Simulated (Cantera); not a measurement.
Feed: 1 mol Si, 0.016 mol H2O, 4.9 mol N2, at 0.00900 Torr.

These are equilibrium values from Cantera (NASA tables, ideal gas, pure condensed phases), not measurements of a reactor. Candidate condensed phases: H2O, Si, SiO2, Si2N2O, Si3N4; 35 gas species. The tables' values for SiN are old estimates; treat these amounts as uncertain. Kinetics and transport are ignored.

**Question.** At 1923 K, list the 5 most abundant gas species with their mole fractions, and the condensed phases.

**Answer.** N2 0.826, Si 0.165, H 0.00477, SiO 0.00270, H2 0.000308. Condensed: gas only.
